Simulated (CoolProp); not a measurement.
Vapour-liquid equilibrium of hydrogen sulfide (1) + propane (2) at 1930 kPa; x and y are mole fractions of (1).

Model: multi-fluid Helmholtz-energy mixture model, Lemmon 2006 and Lemmon 2009; pair parameters Kunz 2012, in CoolProp.

```csv
x,"bubble temperature, mixture model (K)","bubble temperature, Raoult's law (K)","y, mixture model","y, Raoult's law"
0.05,323.1,326.3,0.121,0.098
0.15,314.1,321.8,0.312,0.268
0.25,307.6,317.7,0.447,0.410
0.35,303.1,314.0,0.544,0.529
0.45,299.9,310.7,0.619,0.632
0.55,297.7,307.6,0.679,0.720
0.65,296.2,304.8,0.733,0.796
0.75,295.3,302.2,0.787,0.864
0.85,294.9,299.7,0.849,0.923
0.95,295.5,297.4,0.937,0.976
```

The largest gap from Raoult's law is -10.9 K in bubble temperature, at x = 0.35. y crosses x between x = 0.75 and 0.85: the model has an azeotrope there.

The pair parameters rest on a limited set of measurements; away from them the model extrapolates.
